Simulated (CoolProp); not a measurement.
A simple Rankine cycle with water: condensing at 328.15 K, boiler at 1.01 MPa, turbine inlet 493.5 K, turbine efficiency 0.65, pump efficiency 0.6, no recuperator. Each further row changes one setting.

Values from CoolProp's reference Helmholtz-energy equation of state, Wagner 2002.

```tsv
case	thermal efficiency (%)	net work (kJ/kg)	heat in (kJ/kg)	turbine exit temperature (K)	volume ratio over the turbine
as stated	16.4	434	2640	328.1	41.5
turbine inlet 513.5 K	16.5	444	2690	328.1	40.2
condensing temperature 320.15 K	17.4	465	2680	320.1	59.7
boiler pressure 0.707 MPa	15.2	403	2660	328.1	29.2
turbine efficiency 0.55	13.9	367	2640	328.1	42.8
```

The expansion ends wet for: as stated; turbine inlet 513.5 K; condensing temperature 320.15 K; boiler pressure 0.707 MPa; turbine efficiency 0.55.
